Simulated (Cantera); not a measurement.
# Reactions in the system Cr-N-O

Cantera with NASA thermochemical tables; ideal gases at 1 bar, condensed phases pure. Values are per mole of reaction as written; species without (g) are pure solids or liquids, kept so even where they would boil at 1 bar.

Cr2N + 3 O2(g) ⇌ N(g) + 2 CrO3(g)

| T (K) | ΔH° (kJ) | ΔS° (J/K) | ΔG° (kJ) | log10 K |
|---|---|---|---|---|
| 300 | 12.4 | 5.2 | 10.9 | -1.89 |
| 750 | 6.8 | -7.1 | 12.1 | -0.84 |
| 800 | 6.2 | -7.8 | 12.4 | -0.81 |
| 850 | 5.6 | -8.6 | 12.8 | -0.79 |
| 900 | 4.9 | -9.4 | 13.3 | -0.77 |
| 950 | 4.1 | -10.2 | 13.8 | -0.76 |
| 1000 | 3.3 | -11.0 | 14.3 | -0.75 |
| 1050 | 2.4 | -11.8 | 14.9 | -0.74 |
| 1100 | 1.5 | -12.7 | 15.5 | -0.74 |
| 1150 | 0.5 | -13.6 | 16.2 | -0.73 |
